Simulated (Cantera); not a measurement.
Cantera run:

```python
import numpy as np
import cantera as ct

gas_names = """
    C CH CH2 CH3 CH2OH CH3O CH4 CH3OH CO CO2 COOH C2 C2H CHCO,ketyl C2H2,acetylene C2H2,vinylidene
    CH2CO,ketene C2H3,vinyl CH3CO,acetyl C2H4 C2H4O,ethylen CH3CHO,ethanal CH3COOH (HCOOH)2 C2H5 C2H6
    CH3OCH3 C2H5OH C2O C3 C3H3,propargyl C3H4,allene C3H4,propyne C3H4,cyclo- C3H5,allyl C3H6,propylene
    C3H6,cyclo- C3H6O C3H7,n-propyl C3H7,i-propyl C3H8 C3H8O,1propanol C3H8O,2propanol C3O2 C4 C4H2
    C4H4,1,3-cyclo- C4H6,butadiene C4H6,2-butyne C4H6,cyclo- C4H8,1-butene C4H8,cis2-buten
    C4H8,tr2-butene C4H8,isobutene C4H8,cyclo- (CH3COOH)2 C4H9,n-butyl C4H9,i-butyl C4H9,s-butyl
    C4H9,t-butyl C4H10,isobutane C4H10,n-butane C5 C5H6,1,3cyclo- C5H8,cyclo- C5H10,1-pentene
    C5H10,cyclo- C5H11,pentyl C5H11,t-pentyl C5H12,n-pentane C5H12,i-pentane CH3C(CH3)2CH3 C6H2
    C6H5,phenyl C6H5O,phenoxy C6H6 C6H5OH,phenol C6H10,cyclo- C6H12,1-hexene C6H12,cyclo- C6H13,n-hexyl
    C7H7,benzyl C7H8 C7H8O,cresol C7H14,1-heptene C7H15,n-heptyl C7H16,n-heptane C8H8,styrene
    C8H10,ethylbenz C8H16,1-octene C8H17,n-octyl C8H18,isooctane C8H18,n-octane C9H19,n-nonyl
    C10H8,naphthale C10H21,n-decyl C12H9,o-bipheny C12H10,bipheny Cu CuO Cu2 H HCO HO2 H2
    HCHO,formaldehy HCOOH H2O H2O2 O OH O2 O3
""".split()
cond_names = """
    C(gr) C6H6(L) C7H8(L) C8H18(L),n-octa Cu(cr) Cu(L) CuO(s) CuO2H2(s) Cu2O(s) Cu2O(L) H2O(s) H2O(L)
""".split()


def load(file, names, dense=False):
    # The tables refer to 1 bar. Condensed volumes are neglected.
    table = {s.name: s for s in ct.Species.list_from_file(file)}
    out = []
    for n in names:
        d = dict(table[n].input_data)
        d["thermo"] = dict(d["thermo"], **{"reference-pressure": 1e5})
        if dense:
            d["equation-of-state"] = {"model": "constant-volume", "density": "1e6 g/cm^3"}
        out.append(ct.Species.from_dict(d))
    return out


gas = ct.Solution(thermo="ideal-gas", species=load("nasa_gas.yaml", gas_names))
cond = {s.name: ct.Solution(thermo="fixed-stoichiometry", species=[s], name=s.name)
        for s in load("nasa_condensed.yaml", cond_names, dense=True)}
atoms = {
    'CuO': {'Cu': 1, 'O': 1},
    'C': {'C': 1},
    'H2': {'H': 2},
}
top_T = {'C(gr)': 4500, 'CuO(s)': 1390}  # K; cautious upper limits of use, not melting points


def equilibrate(T, P, feed):
    n = {}
    for name, mol in feed.items():
        for a, k in atoms[name].items():
            n[a] = n.get(a, 0.0) + k * mol
    gas.TPX = T, P, n
    mass = sum(n.values()) * gas.mean_molecular_weight
    gas.equilibrate("TP")
    valid = [c for c in cond.values() if c.min_temp <= T <= top_T.get(c.name, c.max_temp)]
    mix = ct.Mixture([(gas, mass / gas.mean_molecular_weight)] + [(c, 0.0) for c in valid])
    mix.T, mix.P = T, P
    mix.equilibrate("TP", solver="vcs", rtol=1e-11, max_steps=5000)
    return mix


results = []
feed = {'CuO': 1, 'C': 4.4, 'H2': 7.6}  # mol
P = 133.322  # Pa
for T in [1900, 1925, 1950, 1975, 2000, 2025, 2050, 2075, 2100, 2125, 2150, 2175, 2200, 2225]:
    mix = equilibrate(T, P, feed)
    results.append((T, P, feed, dict(zip(mix.species_names, mix.species_moles))))

top = {s: max(r[3][s] / sum(r[3][g] for g in gas_names) for r in results) for s in gas_names}
cols = sorted((s for s in top if top[s] > 1e-05), key=lambda s: -top[s])[:8]
seen = [c for c in cond_names if any(r[3].get(c, 0) > 1e-12 for r in results)]
print("log10 of partial pressures in bar; condensed amounts in mol")
print(f"{'T/K':>10s}" + "".join(f"{s[:9]:>10s}" for s in cols + seen))
for T, P, feed, n in results:
    ng = sum(n[g] for g in gas_names)
    print(f"{T:10.4g}" + "".join(f"{np.log10(max(n[s] / ng * P / 1e5, 1e-99)):10.3f}" for s in cols)
          + "".join(f"{n.get(c, 0):10.4g}" for c in seen))
```

Result:

```
log10 of partial pressures in bar; condensed amounts in mol
       T/K        H2         H        CO        Cu C2H2,acet       Cu2       C2H     C(gr)
      1900    -2.986    -4.594    -3.862    -3.862    -6.404    -7.473    -9.895     3.394
      1925    -2.988    -4.514    -3.862    -3.863    -6.327    -7.544    -9.696     3.393
      1950    -2.991    -4.436    -3.863    -3.864    -6.253    -7.614    -9.502     3.392
      1975    -2.993    -4.360    -3.865    -3.865    -6.181    -7.682    -9.313      3.39
      2000    -2.996    -4.287    -3.866    -3.866    -6.111    -7.750    -9.129     3.389
      2025    -3.000    -4.216    -3.867    -3.867    -6.043    -7.816    -8.950     3.387
      2050    -3.004    -4.146    -3.869    -3.869    -5.978    -7.881    -8.776     3.384
      2075    -3.009    -4.079    -3.871    -3.871    -5.915    -7.945    -8.606     3.382
      2100    -3.014    -4.014    -3.873    -3.874    -5.855    -8.009    -8.441     3.379
      2125    -3.021    -3.950    -3.876    -3.876    -5.797    -8.071    -8.281     3.376
      2150    -3.028    -3.889    -3.879    -3.879    -5.741    -8.133    -8.124     3.372
      2175    -3.036    -3.829    -3.882    -3.882    -5.687    -8.195    -7.972     3.368
      2200    -3.045    -3.772    -3.886    -3.886    -5.636    -8.255    -7.824     3.364
      2225    -3.055    -3.716    -3.890    -3.890    -5.588    -8.316    -7.679     3.359
```

These are equilibrium values from Cantera (NASA tables, ideal gas, pure condensed phases), not measurements of a reactor.
